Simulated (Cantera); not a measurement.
Gas-phase reforming

A perfectly stirred reactor is fed with CH4 : H2O = 1 : 2.9 (molar parts), at 24000 Pa; it is held at 1498 K, and followed from long to short residence time.

Detailed kinetics in Cantera: GRI-Mech 3.0 (53 species, 325 reactions).

```
τ (s)   x CH4  x H2O    x C2H6     x CO2       x O
------  -----  -----  --------  --------  --------
0.91    0.145  0.663  0.000142   0.00265  2.46e-11
0.37    0.183  0.697  0.000258  0.000597  3.41e-11
0.15    0.215  0.719  0.000402   9.86e-5  4.81e-11
0.061   0.236  0.733  0.000520   1.34e-5  6.13e-11
0.025   0.248  0.740  0.000522   1.50e-6  6.29e-11
0.010   0.253  0.743  0.000372   1.02e-7  4.76e-11
0.0041  0.255  0.743  0.000180   3.75e-9  2.68e-11
0.0017  0.256  0.744   6.14e-5  7.61e-11  1.24e-11
```
x: mole fraction; the columns are a selection and need not sum to one.
